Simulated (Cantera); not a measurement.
**Si + SF₆ + N₂ (silicon etching in halogen gases)**

Charge: 1 mol Si, 4.3 mol SF₆, 8.3 mol N₂, held at 750 Torr.

Method: chemical equilibrium by Gibbs-energy minimisation in Cantera with the NASA 1993 tables (ideal gas, pure condensed phases). Candidate condensed phases: S, Si, Si₃N₄; 29 gas species. The tables' values for S₂F₂ (SSF₂), SF₃, SF₅ are old estimates; treat these amounts as uncertain. Equilibrium is a limit: real reactors are often held back by kinetics, nucleation or transport.

From 475 °C to 1375 °C nothing is condensed. The main Si-bearing gas is SiF₄ throughout.

| T (°C) | log p N₂ | log p SF₆ | log p SF₄ | log p SiF₄ | log p F |
|---|---|---|---|---|---|
| 475 | -0.21 | -0.75 | -0.88 | -1.13 | <-12 |
| 575 | -0.21 | -0.77 | -0.83 | -1.13 | -10.29 |
| 675 | -0.21 | -0.77 | -0.83 | -1.13 | -8.28 |
| 775 | -0.21 | -0.77 | -0.83 | -1.13 | -6.65 |
| 875 | -0.21 | -0.77 | -0.84 | -1.13 | -5.30 |
| 975 | -0.21 | -0.77 | -0.84 | -1.13 | -4.17 |
| 1075 | -0.21 | -0.77 | -0.84 | -1.13 | -3.21 |
| 1175 | -0.22 | -0.78 | -0.83 | -1.14 | -2.39 |
| 1275 | -0.22 | -0.81 | -0.82 | -1.14 | -1.69 |
| 1375 | -0.25 | -0.92 | -0.77 | -1.17 | -1.14 |
log p: log10 of the partial pressure in bar; nothing condenses.
